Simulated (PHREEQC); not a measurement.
1.5 g of hydrous ferric oxide (600 m²/g; 0.2 weak and 0.005 strong sites per Fe, Dzombak-Morel constants, diffuse double layer) in 1 kg of water with 0.1 mol/kgw of an inert sodium salt and 3.2e-05 mol ZnSO4, at 25 °C; the pH is set by adding NaOH or the inert anion's acid. Oxygen is held at 0.21 atm. No CO2 enters from the air. Precipitation was switched off in this run.

The numbers come from PHREEQC with the ion-association model, wateq4f.dat.

```
pH    S sorbed (%)  Zn sorbed (%)  surface charge σ (C/m²)  surface potential ψ (mV)
----  ------------  -------------  -----------------------  ------------------------
4             99.7            0.2                    0.316                       145
4.5           99.4            1.3                    0.268                       137
5             98.7            9.2                    0.211                       125
5.5           96.3           40.6                    0.156                       110
6             87.6           81.0                    0.110                        93
6.5           62.3           96.7                    0.073                        74
7             24.9           99.5                    0.045                        53
7.5            5.4           99.9                    0.023                        30
8              0.9          100.0                    0.004                         6
8.5            0.1          100.0                   -0.013                       -18
9              0.0          100.0                   -0.033                       -42
9.5            0.0          100.0                   -0.059                       -64
10             0.0          100.0                   -0.092                       -84
10.5           0.0          100.0                   -0.135                      -103
11             0.0          100.0                   -0.188                      -119
11.5           0.0          100.0                   -0.247                      -132
12             0.0           99.6                   -0.302                      -140
```
